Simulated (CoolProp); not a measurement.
Properties of R1234ze(Z) along the isobar 21.6 bar (Tc = 423.3 K, pc = 35.31 bar, ω = 0.327).

Values from CoolProp's reference Helmholtz-energy equation of state, Akasaka 2019.

| T (K) | phase | density (kg/m³) | cp (kJ/(kg K)) | cv (kJ/(kg K)) | Joule-Thomson coefficient (K/MPa) |
|---|---|---|---|---|---|
| 284.7 | liquid | 1266 | 1.230 | ? | -0.2851 |
| 304.1 | liquid | 1216 | 1.283 | 0.8892 | ? |
| 323.5 | liquid | 1162 | ? | 0.9216 | -0.1238 |
| 342.9 | liquid | 1103 | 1.412 | 0.9554 | 0.005795 |
| 362.3 | liquid | 1035 | 1.505 | 0.9907 | 0.2125 |
| 381.7 | liquid | 951.8 | 1.659 | 1.030 | 0.6162 |
| 401.2 | gas | 117.0 | 1.606 | ? | 19.91 |
| 420.6 | gas | 98.29 | ? | 1.050 | ? |
| 440 | gas | ? | 1.287 | ? | 12.08 |

Task: Complete the blanks.

Result: 
- 284.7, cv (kJ/(kg K)): 0.8586
- 304.1, Joule-Thomson coefficient (K/MPa): -0.2153
- 323.5, cp (kJ/(kg K)): 1.342
- 401.2, cv (kJ/(kg K)): 1.064
- 420.6, cp (kJ/(kg K)): 1.363
- 420.6, Joule-Thomson coefficient (K/MPa): 14.93
- 440, density (kg/m³): 87.25
- 440, cv (kJ/(kg K)): 1.055
